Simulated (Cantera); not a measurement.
Input: 1 mol Hg, 0.16 mol O2, 0.15 mol H2.

These are equilibrium values from Cantera (NASA tables, ideal gas, pure condensed phases), not measurements of a reactor. Candidate condensed phases: H2O, Hg, HgO; 10 gas species. Rates play no part.

Stable condensed phases, one row left out:

```
T in K \ P in Pa
              10      52     270    1400    7200   37000  190000 1000000
   1548        A       A       A       A       A       A       A       A
   1448        A       A       A       A       A       A       A       A
   1348        A       A       A       A       A       A       A       A
   1248        A       A       A       A       A       A       A       A
   1148        A       A       A       A       A       A       A       A
   1048        A       A       A       A       A       A       A       A
    948        A       A       A       A       A       A       A       A
    848        A       A       A       A       A       A       A       A
    648        A       A       A       A       A       B       C       C
```

A: gas only; B: HgO; C: Hg + HgO.

Question: Give the row for 748 K.

Answer: 10: gas only; 52: gas only; 270: gas only; 1400: gas only; 7200: gas only; 37000: gas only; 190000: gas only; 1000000: Hg + HgO.
